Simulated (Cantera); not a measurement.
A freely propagating, adiabatic, planar premixed flame of H₂ : O₂ : N₂ = 1 : 0.714 : 2.69 (molar parts), equivalence ratio 0.70, unburnt at 698 K and 13300 Pa; mixture-averaged transport, grid criteria slope 0.08 and curve 0.16, no radiation.

Cantera simulation using the H2/O2 subset of GRI-Mech 3.0, which has no nitrogen chemistry; the numbers are that mechanism's predictions, not measurements. Burning velocities carry a grid error of a few per cent, more on coarse grids.

What does this change do: inlet temperature 698 to 650 K?


```csv
quantity,before,after
laminar burning velocity,703 cm/s,594 cm/s
thermal thickness,7.31 mm,6.92 mm
peak x(HO₂),3.69e-5,4.41e-5
peak x(O),0.0196,0.0187
peak x(OH),0.0172,0.0164
```
